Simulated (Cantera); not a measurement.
Hydrogen reduction and annealing atmospheres: FeS + H2

Feed: 1 mol FeS, a varied amount of H2, equilibrated at 1475 K and 0.000210 bar.

These are equilibrium values from Cantera (NASA tables, ideal gas, pure condensed phases), not measurements of a reactor. Candidate condensed phases: Fe, FeS, FeS2, S; 8 gas species. Metal and sulfide melt together well below either melting point, which pure phases cannot show. Mutual solubility and eutectic melting of coexisting phases are not modelled. FeS: taken at fixed stoichiometry. The numbers say what is thermodynamically allowed, not how fast it happens.

| n(H2) (mol) | x H2 | x S2 | x H2S | x SH | n Fe(γ) | n FeS(l) |
|---|---|---|---|---|---|---|
| 1.4 | 0.925 | 0.0571 | 0.0132 | 0.00337 | 0.195 | 0.804 |
| 1.7 | 0.925 | 0.0571 | 0.0132 | 0.00337 | 0.237 | 0.763 |
| 2.1 | 0.925 | 0.0571 | 0.0132 | 0.00337 | 0.292 | 0.707 |
| 2.5 | 0.925 | 0.0571 | 0.0132 | 0.00337 | 0.348 | 0.651 |
| 3 | 0.925 | 0.0571 | 0.0132 | 0.00337 | 0.418 | 0.581 |
| 3.6 | 0.925 | 0.0571 | 0.0132 | 0.00337 | 0.501 | 0.497 |
| 4.4 | 0.925 | 0.0571 | 0.0132 | 0.00337 | 0.613 | 0.385 |
| 5.3 | 0.925 | 0.0571 | 0.0132 | 0.00337 | 0.738 | 0.260 |
| 6.4 | 0.925 | 0.0571 | 0.0132 | 0.00337 | 0.891 | 0.106 |
| 7.8 | 0.930 | 0.0524 | 0.0127 | 0.00323 | 0.997 | 0 |
| 9.4 | 0.940 | 0.0432 | 0.0116 | 0.00295 | 0.996 | 0 |
| 11 | 0.948 | 0.0367 | 0.0108 | 0.00273 | 0.995 | 0 |
| 14 | 0.958 | 0.0284 | 0.00962 | 0.00242 | 0.994 | 0 |
x: gas mole fraction; n: condensed amount in mol.

From 1.4 mol H2 to 6.4 mol H2 the condensed part is Fe(γ) + FeS(l). From 7.8 mol H2 to 14 mol H2 the condensed part is Fe(γ). The main Fe-bearing gas is Fe throughout.
